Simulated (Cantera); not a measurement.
Input: 1 mol PbO, 1.8 mol H₂, 75 mol N₂, held at 0.495 Torr.

Method: chemical equilibrium by Gibbs-energy minimisation in Cantera with the NASA 1993 tables (ideal gas, pure condensed phases). Candidate condensed phases: H₂O, Pb, PbO, PbO₂, Pb₃O₄; 27 gas species. The numbers say what is thermodynamically allowed, not how fast it happens.

Question: Which condensed phases are stable at each of these points (T (K)): 523, 598, 673, 748, 823, 898, 973?

Answer: 
| T (K) | condensed phases | Pb condensed (%) |
|---|---|---|
| 523 | Pb(s) | 100.0 |
| 598 | Pb(s) | 100.0 |
| 673 | Pb(l) | 100.0 |
| 748 | Pb(l) | 99.9 |
| 823 | Pb(l) | 98.4 |
| 898 | Pb(l) | 84.9 |
| 973 | gas only | 0.0 |

From 523 K to 598 K the condensed part is Pb(s). From 673 K to 898 K the condensed part is Pb(l). At 973 K nothing is condensed.
